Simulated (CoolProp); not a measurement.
Computed with CoolProp (reference Helmholtz-energy equation of state, Lemmon 2006). It is a short technical equation, of lower accuracy than the large ones.

Problem. For C2F6 (R116), give the phase and the cv (kJ/(kg K)), speed of sound (m/s), Prandtl number at 15.15 °C and 55.8 kPa; 63.75 °C and 714 kPa.

Solution. 
- 15.15 °C and 55.8 kPa: gas; cv 0.696, speed of sound 137, Prandtl number 0.739
- 63.75 °C and 714 kPa: gas; cv 0.776, speed of sound 142, Prandtl number 0.764

Viscosity comes from a separate model (Huber 2003), an estimate that may be off by 10 % or more. Thermal conductivity comes from a separate model (Huber 2003), an estimate that may be off by 10 % or more.
